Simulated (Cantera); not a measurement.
# Hydrogen reduction and annealing atmospheres: Cu₂O + H₂

A closed system holds: 1 mol Cu₂O, 0.49 mol H₂, equilibrated at 1052 °C and 0.173 Torr.

Cantera equilibrium calculation (NASA polynomials, part measured and part estimated; ideal gas, pure solids and liquids). Candidate condensed phases: Cu, CuO, Cu(OH)₂, Cu₂O, H₂O; 12 gas species. Mutual solubility and eutectic melting of coexisting phases are not modelled. Rates play no part.

```
Item                                       Result
-------------------------------------  ----------
x(H₂O)                                      0.990
x(O₂)                                     0.00852
x(Cu)                                     0.00122
x(OH)                                    0.000160
x(H₂)                                     9.49e-5
x(O)                                      1.68e-6
x(H)                                      1.05e-6
n(Cu(s))                                0.996 mol
n(Cu₂O(s))                              0.502 mol
gas amount                             0.4949 mol
log10 activity of Cu(OH)₂(s) (absent)       -8.54
```
